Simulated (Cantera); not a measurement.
A closed system holds: 1 mol CaCO3, 0.044 mol C, 0.43 mol H2, held at 1973.15 K.

These are equilibrium values from Cantera (NASA tables, ideal gas, pure condensed phases), not measurements of a reactor. Candidate condensed phases: C, C6H6, C7H8, C8H18, Ca, CaCO3, CaO, Ca(OH)2, H2O; 115 gas species. Rates play no part.

x: gas mole fraction; n: condensed amount in mol.

```tsv
P (Pa)	x CO2	x CO	x H2O	x H2	x H	x O2	x OH	n CaO(s)
10	0.359	0.321	0.216	0.0430	0.0280	0.0139	0.0133	1.000
52	0.389	0.310	0.236	0.0420	[?]	[?]	[?]	1.000
270	0.397	0.308	0.244	0.0422	0.00534	0.000683	0.00293	1.000
1400	0.399	0.308	0.247	0.0425	0.00235	0.000133	0.00130	1.000
7200	0.399	0.308	0.248	0.0427	0.00104	2.59e-5	0.000574	1.000
37000	0.400	0.308	0.248	0.0428	[?]	[?]	[?]	1.000
190000	0.400	0.309	0.249	0.0428	0.000203	9.80e-7	0.000112	1.000
1000000	0.400	0.309	0.249	0.0428	8.84e-5	1.86e-7	4.88e-5	1.000
```

Problem. Complete the blanks.

Solution. 
- 37000, x H: 0.000459
- 37000, x O2: 5.03e-6
- 37000, x OH: 0.000253
- 52, x H: 0.0121
- 52, x O2: 0.00336
- 52, x OH: 0.00649
